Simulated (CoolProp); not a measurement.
A single-stage vapour-compression cycle with hydrogen sulfide: evaporating at 276.15 K (dew point), condensing at 325.15 K (bubble point), superheat 8 K, subcooling 8 K, compressor efficiency 0.7, no pressure losses. Each further row changes one setting.

Values from CoolProp's reference Helmholtz-energy equation of state, Lemmon 2006. It is a short technical equation, of lower accuracy than the large ones.

```
case                              cooling COP  pressure ratio  discharge temperature (K)  refrigerating effect (kJ/kg)  volumetric capacity (kJ/m³)
--------------------------------  -----------  --------------  -------------------------  ----------------------------  ---------------------------
as stated                                3.12            3.29                      413.4                           376                         6860
evaporating temperature 281.15 K         3.60            2.86                      402.8                           378                            ?
condensing temperature 320.15 K          3.57            2.96                          ?                           388                         7080
subcooling 13 K                          3.22            3.29                      413.4                           388                         7080
superheat 18 K                              ?            3.29                          ?                           388                            ?
compressor efficiency 0.6                   ?            3.29                          ?                           376                         6860
```

Question: What belongs in the gaps?

Answer: 
- evaporating temperature 281.15 K, volumetric capacity (kJ/m³): 7900
- condensing temperature 320.15 K, discharge temperature (K): 400.6
- superheat 18 K, cooling COP: 3.06
- superheat 18 K, discharge temperature (K): 428.2
- superheat 18 K, volumetric capacity (kJ/m³): 6740
- compressor efficiency 0.6, cooling COP: 2.67
- compressor efficiency 0.6, discharge temperature (K): 429.6
